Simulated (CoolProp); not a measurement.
Vapour-liquid equilibrium of o-xylene (1) + n-undecane (2) at 122.15 °C; x and y are mole fractions of (1).

Computed with CoolProp (multi-fluid Helmholtz-energy mixture model, Zhou 2012 and Aleksandrov 2011; pair parameters Bell 2016).

```json
[
 {"x": "0.05", "bubble pressure (MPa)": "0.01283", "y at the bubble point": "0.196", "dew pressure at overall composition x (MPa)": "?", "liquid density (mol/L)": "4.334"},
 {"x": "0.15", "bubble pressure (MPa)": "0.01697", "y at the bubble point": "0.454", "dew pressure at overall composition x (MPa)": "0.01230", "liquid density (mol/L)": "4.549"},
 {"x": "0.25", "bubble pressure (MPa)": "0.02125", "y at the bubble point": "0.615", "dew pressure at overall composition x (MPa)": "?", "liquid density (mol/L)": "4.782"},
 {"x": "0.35", "bubble pressure (MPa)": "0.02560", "y at the bubble point": "0.722", "dew pressure at overall composition x (MPa)": "?", "liquid density (mol/L)": "?"},
 {"x": "0.45", "bubble pressure (MPa)": "0.02997", "y at the bubble point": "0.799", "dew pressure at overall composition x (MPa)": "0.01688", "liquid density (mol/L)": "5.313"},
 {"x": "0.55", "bubble pressure (MPa)": "?", "y at the bubble point": "0.856", "dew pressure at overall composition x (MPa)": "0.01928", "liquid density (mol/L)": "5.618"},
 {"x": "0.65", "bubble pressure (MPa)": "?", "y at the bubble point": "0.900", "dew pressure at overall composition x (MPa)": "0.02250", "liquid density (mol/L)": "5.952"},
 {"x": "0.75", "bubble pressure (MPa)": "0.04310", "y at the bubble point": "0.936", "dew pressure at overall composition x (MPa)": "0.02702", "liquid density (mol/L)": "6.323"},
 {"x": "0.85", "bubble pressure (MPa)": "?", "y at the bubble point": "?", "dew pressure at overall composition x (MPa)": "0.03383", "liquid density (mol/L)": "6.735"},
 {"x": "0.95", "bubble pressure (MPa)": "0.05190", "y at the bubble point": "0.989", "dew pressure at overall composition x (MPa)": "0.04517", "liquid density (mol/L)": "7.196"}
]
```

### Question
Fill in the missing entries.

### Answer

- 0.05, dew pressure at overall composition x (MPa): 0.01128
- 0.25, dew pressure at overall composition x (MPa): 0.01352
- 0.35, dew pressure at overall composition x (MPa): 0.01501
- 0.35, liquid density (mol/L): 5.036
- 0.55, bubble pressure (MPa): 0.03435
- 0.65, bubble pressure (MPa): 0.03873
- 0.85, bubble pressure (MPa): 0.04749
- 0.85, y at the bubble point: 0.965

No azeotrope shows between x = 0.05 and 0.95.

The pair parameters rest on a limited set of measurements; away from them the model extrapolates.
